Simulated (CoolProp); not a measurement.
Vapour-liquid equilibrium of p-xylene (1) + n-nonane (2) at 0.0285 MPa; x and y are mole fractions of (1).

Model: multi-fluid Helmholtz-energy mixture model, Zhou 2012 and Lemmon 2006; pair parameters Bell 2016, in CoolProp.

| x | bubble temperature (K) | y at the bubble point | dew temperature at overall composition x (K) | liquid density (mol/L) |
|---|---|---|---|---|
| 0.05 | 380.9 | 0.077 | 381.2 | 5.128 |
| 0.125 | 379.7 | 0.183 | 380.3 | 5.266 |
| 0.2 | 378.6 | 0.278 | 379.5 | 5.411 |
| 0.275 | 377.5 | 0.366 | 378.6 | 5.562 |
| 0.35 | 376.6 | 0.448 | 377.7 | 5.720 |
| 0.425 | 375.7 | 0.525 | 376.8 | 5.885 |
| 0.5 | 374.8 | 0.597 | 376.0 | 6.058 |
| 0.575 | 374.0 | 0.666 | 375.1 | 6.240 |
| 0.65 | 373.2 | 0.732 | 374.2 | 6.431 |
| 0.725 | 372.4 | 0.794 | 373.2 | 6.633 |
| 0.8 | 371.6 | 0.854 | 372.3 | 6.845 |
| 0.875 | 370.9 | 0.911 | 371.3 | 7.068 |
| 0.95 | 370.1 | 0.965 | 370.4 | 7.305 |

No azeotrope shows between x = 0.05 and 0.95.

The pair parameters rest on a limited set of measurements; away from them the model extrapolates.
